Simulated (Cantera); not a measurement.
What does this Cantera script print?

```python
import numpy as np
import cantera as ct

gas_names = """
    CL CL2 N N2 Si SiCL SiCL2 SiCL3 SiCL4 SiN Si2 Si2N Si3
""".split()
cond_names = """
    Si(cr) Si(L) Si3N4(a)
""".split()


# ... load() reads the species with a 1 bar reference pressure and builds the phases ...
atoms = {
    'Si': {'Si': 1},
    'Cl2': {'CL': 2},
    'N2': {'N': 2},
}
top_T = {'Si3N4(a)': 2400}  # K; cautious upper limits of use, not melting points


# ... equilibrate(T, P, feed) seeds the gas with the atoms and calls Mixture.equilibrate('TP', solver="vcs", rtol=1e-11, max_steps=5000) ...
results = []
feed = {'Si': 1, 'Cl2': 4.6, 'N2': 0.33}  # mol
T = 725  # K
P = 110  # Pa
mix = equilibrate(T, P, feed)
results.append((T, P, feed, dict(zip(mix.species_names, mix.species_moles))))
x = sorted(zip(gas.X, gas.species_names), reverse=True)
print(f"T = {T:g} K  P = {P:g} Pa  gas = {mix.phase_moles(0):.4g} mol")
print("   x: " + "  ".join(f"{s} {v:.3e}" for v, s in x if v > 1e-05))
print("   condensed (mol): " + ("  ".join(f"{mix.phase(i).name} {mix.phase_moles(i):.4g}"
      for i in range(1, mix.n_phases) if mix.phase_moles(i) > 1e-12) or "none"))
```

Output:

```
T = 725 K  P = 110 Pa  gas = 3.93 mol
   x: CL2 6.615e-01  SiCL4 2.544e-01  N2 8.397e-02  CL 3.364e-05
   condensed (mol): none
```

Equilibrium computed with Cantera from the NASA thermochemical tables; the gas is ideal and each condensed phase is pure.
